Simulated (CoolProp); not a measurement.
A single-stage vapour-compression cycle with the fluid: evaporating at 228.15 K (dew point), condensing at 271.15 K (bubble point), superheat 8 K, subcooling 0 K, compressor efficiency 0.7, no pressure losses. The same conditions are run with several fluids, on thermodynamics alone (safety and materials aside).

Computed with CoolProp (reference Helmholtz-energy equation of state of each fluid (fluoroethane (R161): Wu 2012; R13: Platzer 1990; R125: Lemmon 2005; vinyl chloride: Thol 2022; chlorine: Thol 2021; isobutene: Lemmon 2005)). The equations of Platzer and Polt are older, rougher fits.

Q: Rank fluoroethane (R161), R13, R125, vinyl chloride, chlorine, isobutene by cooling COP, highest first.

A: isobutene (3.20), vinyl chloride (3.16), fluoroethane (R161) (3.13), chlorine (3.03), R125 (2.96), R13 (2.66)

| fluid | pressure ratio | discharge temperature (K) | refrigerating effect (kJ/kg) | volumetric capacity (kJ/m³) |
|---|---|---|---|---|
| fluoroethane (R161) | 5.75 | 334.9 | 354 | 631 |
| R13 | 3.71 | 304.4 | 88.0 | 2650 |
| R125 | 5.35 | 297.0 | 117 | 881 |
| vinyl chloride | 7.02 | 357.5 | 322 | 238 |
| chlorine | 5.68 | 412.7 | 256 | 570 |
| isobutene | 7.17 | 310.5 | 343 | 170 |
